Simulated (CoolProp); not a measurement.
Vapour-liquid equilibrium of CHF3 (R23) (1) + R125 (2) at 0.174 MPa; x and y are mole fractions of (1).

The numbers come from the multi-fluid Helmholtz-energy mixture model, Penoncello 2003 and Lemmon 2005; pair parameters Bell 2016 in CoolProp.

Q: Give the bubble temperature and the first vapour's composition at x = 0.05, 0.5, 0.8. Is there an azeotrope?

A: x = 0.05: 233.3 K, y = 0.178; x = 0.5: 212.1 K, y = 0.843; x = 0.8: 204.7 K, y = 0.957. No azeotrope shows between x = 0.05 and 0.95.

The pair parameters rest on a limited set of measurements; away from them the model extrapolates.
